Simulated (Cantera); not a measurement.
A closed system holds: 1 mol Si₃N₄, 2.4 mol HCl, 81 mol N₂, at 1077 °C and 0.0133 bar.

Equilibrium computed with Cantera from the NASA thermochemical tables; the gas is ideal and each condensed phase is pure. Candidate condensed phases: NH₄Cl, Si, Si₃N₄; 28 gas species. The tables' values for SiCl₃ are old estimates; treat these amounts as uncertain. The numbers say what is thermodynamically allowed, not how fast it happens.

Base state: N₂ 0.972, HCl 0.0224, H₂ 0.00315, SiCl₂ 0.00119, SiCl₄ 0.000676, SiCl₃ 0.000402 (mole fractions); condensed: Si₃N₄(s).

Task: What changes in the equilibrium state with this change: HCl from 2.4 to 23 mol?

Result: 
| species | before | after |
|---|---|---|
| N₂ | 0.972 | 0.793 |
| HCl | 0.0224 | 0.150 |
| H₂ | 0.00315 | 0.0355 |
| SiCl₄ | 0.000676 | 0.0122 |
| SiHCl₃ | 5.44e-6 | 0.000165 |
| SiCl₃ | 0.000402 | 0.00364 |
| SiCl₂ | 0.00119 | 0.00541 |
| Si₃N₄(s), mol | 0.937 | 0.257 |
